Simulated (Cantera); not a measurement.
A perfectly stirred reactor is fed with 8.17 % CH4, 4.17 % CO, 18.4 % O2, 69.3 % N2, at 11300 Torr; it is adiabatic with a 550 K inlet, and is followed from long to short residence time, starting on the burning branch (τ in s: 0.11, 0.042, 0.016, 0.0063, 0.0024, 0.00094, 0.00036, 0.00014, 5.4e-05, 2.1e-05, 8e-06).

Computed with Cantera and GRI-Mech 3.0 (53 species, 325 reactions). The pressure lies above the range GRI-Mech 3.0 was tuned for (to about 10 atm).

x: mole fraction; the columns are a selection and need not sum to one.

| τ (s) | T (K) | x CH4 | x CO | x O2 | x HO2 | x NO |
|---|---|---|---|---|---|---|
| 0.11 | 2442 | 2.77e-7 | 0.0117 | 0.00465 | 1.76e-6 | 0.00275 |
| 0.042 | 2441 | 7.15e-7 | 0.0117 | 0.00477 | 1.81e-6 | 0.00256 |
| 0.016 | 2441 | 1.82e-6 | 0.0119 | 0.00502 | 1.92e-6 | 0.00219 |
| 0.0063 | 2438 | 4.37e-6 | 0.0122 | 0.00548 | ? | 0.00167 |
| 0.0024 | 2430 | 1.04e-5 | 0.0131 | 0.00627 | ? | 0.00113 |
| 0.00094 | 2414 | 2.32e-5 | 0.0149 | 0.00752 | ? | 0.000744 |
| 0.00036 | 2385 | 5.01e-5 | 0.0180 | 0.00948 | ? | 0.000499 |
| 0.00014 | 2341 | 0.000105 | 0.0224 | 0.0123 | ? | 0.000346 |
| 5.4e-5 | 2279 | 0.000226 | 0.0286 | 0.0163 | ? | 0.000233 |
| 2.1e-5 | 2189 | 0.000554 | 0.0378 | 0.0227 | ? | 0.000136 |
| 8.0e-6 | 550 | 0.0817 | 0.0417 | 0.184 | <1e-12 | <1e-12 |

Problem. Complete the blanks.

Solution. 
- 0.0063, x HO2: 2.13e-6
- 0.0024, x HO2: 2.56e-6
- 0.00094, x HO2: 3.40e-6
- 0.00036, x HO2: 5.15e-6
- 0.00014, x HO2: 8.69e-6
- 5.4e-5, x HO2: 1.61e-5
- 2.1e-5, x HO2: 3.31e-5
